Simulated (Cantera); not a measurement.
Input: 1 mol SiC, 0.016 mol N2O, 1.4 mol H2, at 5.30 Pa.

These are equilibrium values from Cantera (NASA tables, ideal gas, pure condensed phases), not measurements of a reactor. Candidate condensed phases: C, C6H6, C7H8, C8H18, H2O, Si, SiC, SiO2, Si2N2O, Si3N4; 151 gas species. Rates play no part. All values below are at 1600 K.

Base state: H2 0.970, N2 0.0111, H 0.00736, CO 0.00574, SiO 0.00539, Si 0.000348, HCN 1.18e-5 (mole fractions); condensed: SiC(s).

### Question
What changes in the equilibrium state with this change: 0.0054 mol H2O added?

### Answer
```json
[
 {"species": "H2", "before": "0.970", "after": "0.966"},
 {"species": "N2", "before": "0.0111", "after": "0.0110"},
 {"species": "CO", "before": "0.00574", "after": "0.00756"},
 {"species": "SiO", "before": "0.00539", "after": "0.00721"},
 {"species": "HCN", "before": "1.18e-5", "after": "1.17e-5"},
 {"species": "Si", "before": "0.000348", "after": "0.000351"},
 {"species": "H", "before": "0.00736", "after": "0.00734"},
 {"species": "SiC(s), mol", "before": "0.992", "after": "0.989"}
]
```
